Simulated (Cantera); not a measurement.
Input: 1 mol K2CO3, 4 mol CO2, 0.65 mol O2, held at 0.000260 bar.

These are equilibrium values from Cantera (NASA tables, ideal gas, pure condensed phases), not measurements of a reactor. Candidate condensed phases: C, K, KO2, K2CO3, K2O, K2O2; 15 gas species. Equilibrium is a limit: real reactors are often held back by kinetics, nucleation or transport.

### Question
At 1125 K, list the 3 most abundant gas species with their mole fractions, and the condensed phases.

### Answer
CO2 0.860, O2 0.140, K 0.000630. Condensed: K2CO3(s).
